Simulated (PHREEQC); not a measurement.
1 kg of water holding 0.059 mol/kgw NaOH meets 20 L of dry gas (N2 0.54, O2 0.46 by moles) at fixed total pressure, at 10 °C; fugacities by Peng-Robinson. The gases take part in no redox reaction, some water evaporates into the gas, and hydrates or a liquid gas phase aren't modelled. No solid was allowed to form.

Computed with PHREEQC (ion-association model, phreeqc.dat).

| P (atm) | dissolved N2 (mol/kgw) | φ of N2 | p of N2 (atm) |
|---|---|---|---|
| 2 | 0.000900 | 0.999 | 1.07 |
| 5 | 0.00225 | 0.997 | 2.69 |
| 10 | 0.00446 | 0.994 | 5.40 |
| 20 | 0.00876 | 0.988 | 10.8 |
| 30 | 0.0129 | ___ | 16.2 |
| 40 | 0.0169 | ___ | 21.6 |
| 50 | 0.0208 | 0.974 | 27.0 |
| 75 | 0.0299 | ___ | 40.5 |
| 100 | 0.0384 | ___ | 54.0 |
| 150 | 0.0537 | 0.952 | 81.0 |

Q: Some entries are withheld; supply them.

A: 
- 30, φ of N2: 0.983
- 40, φ of N2: 0.979
- 75, φ of N2: 0.965
- 100, φ of N2: 0.959

Complexes and solids missing from the database can't appear. Constants without temperature data keep their 25 °C values here.
